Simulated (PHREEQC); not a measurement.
A PHREEQC speciation (ion-association model, wateq4f.dat) at 90 °C gives pH 1.40 and these molalities:

| species | mol/kgw |
|---|---|
| HSO4- | 0.111 |
| H+ | 0.0519 |
| Zn+2 | 0.0460 |
| ZnSO4 | 0.0158 |
| SO4-2 | 0.0147 |
| H3PO4 | 0.00760 |
| Zn(SO4)2-2 | 0.00124 |
| H2PO4- | 0.000995 |

Problem. What are the element totals, and what could have been dissolved in 1 kg of water to give them?

Solution. This is not unique; one that fits is totals P 0.00860, S(6) 0.144, Zn 0.0630 mol/kgw, from 0.0086 mol/kgw H3PO4, 0.081 mol/kgw H2SO4 and 0.063 mol/kgw ZnSO4.

Precipitation was switched off in this run. H3PO4, which wateq4f.dat lacks, is added to it with the constant of phreeqc.dat. Constants without temperature data keep their 25 °C values here. The database has no phosphate complexes of Zn.
